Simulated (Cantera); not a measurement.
An adiabatic, constant-volume homogeneous reactor starts with CH3OH : O2 : N2 = 1 : 0.714 : 2.69 (molar parts), at 1125 K and 26.0 bar. Integrator tolerance rtol = 1e-08.

Model: GRI-Mech 3.0 (53 species, 325 reactions), integrated in Cantera. GRI-Mech 3.0 was tuned for natural gas; its chemistry of methanol as a main component is partial and can be far from experiment. The pressure lies above the range GRI-Mech 3.0 was tuned for (to about 10 atm).

Task: What does this change do: initial temperature 1125 to 1175 K?

Result: 
```json
[
 {"quantity": "time of steepest temperature rise", "before": "2.53 ms", "after": "0.996 ms"},
 {"quantity": "temperature at 0.300 s", "before": "2626 K", "after": "2668 K"},
 {"quantity": "equilibrium temperature", "before": "2626 K", "after": "2668 K"},
 {"quantity": "x(CH3OH) at 0.300 s", "before": "2.01e-10 (gas-phase equilibrium 2.07e-10)", "after": "1.77e-10 (gas-phase equilibrium 1.82e-10)"},
 {"quantity": "x(O2) at 0.300 s", "before": "3.73e-6 (gas-phase equilibrium 3.73e-6)", "after": "5.55e-6 (gas-phase equilibrium 5.55e-6)"},
 {"quantity": "x(H2O) at 0.300 s", "before": "0.215 (gas-phase equilibrium 0.215)", "after": "0.215 (gas-phase equilibrium 0.215)"},
 {"quantity": "x(CH2) at 0.300 s", "before": "1.01e-10 (gas-phase equilibrium 1.10e-10)", "after": "1.17e-10 (gas-phase equilibrium 1.27e-10)"},
 {"quantity": "x(H2) at 0.300 s", "before": "0.134 (gas-phase equilibrium 0.134)", "after": "0.134 (gas-phase equilibrium 0.134)"},
 {"quantity": "x(HCN) at 0.300 s", "before": "3.61e-6 (gas-phase equilibrium 3.61e-6)", "after": "3.50e-6 (gas-phase equilibrium 3.50e-6)"},
 {"quantity": "x(NO) at 0.300 s", "before": "9.29e-5 (gas-phase equilibrium 9.29e-5)", "after": "0.000121 (gas-phase equilibrium 0.000121)"}
]
```

Task: What does this change do: CH3OH 1 to 0.6 parts?

Result: 
```tsv
quantity	before	after
time of steepest temperature rise	2.53 ms	2.81 ms
temperature at 0.300 s	2626 K	3021 K
equilibrium temperature	2626 K	3021 K
x(CH3OH) at 0.300 s	2.01e-10 (gas-phase equilibrium 2.07e-10)	2.45e-12 (gas-phase equilibrium 2.55e-12)
x(O2) at 0.300 s	3.73e-6 (gas-phase equilibrium 3.73e-6)	0.00185 (gas-phase equilibrium 0.00185)
x(H2O) at 0.300 s	0.215 (gas-phase equilibrium 0.215)	0.230 (gas-phase equilibrium 0.230)
x(CH2) at 0.300 s	1.01e-10 (gas-phase equilibrium 1.10e-10)	9.01e-12 (gas-phase equilibrium 9.75e-12)
x(H2) at 0.300 s	0.134 (gas-phase equilibrium 0.134)	0.0290 (gas-phase equilibrium 0.0290)
x(HCN) at 0.300 s	3.61e-6 (gas-phase equilibrium 3.61e-6)	1.72e-7 (gas-phase equilibrium 1.72e-7)
x(NO) at 0.300 s	9.29e-5 (gas-phase equilibrium 9.29e-5)	0.00400 (gas-phase equilibrium 0.00400)
```
Above 3000 K some thermodynamic fits are extrapolated.
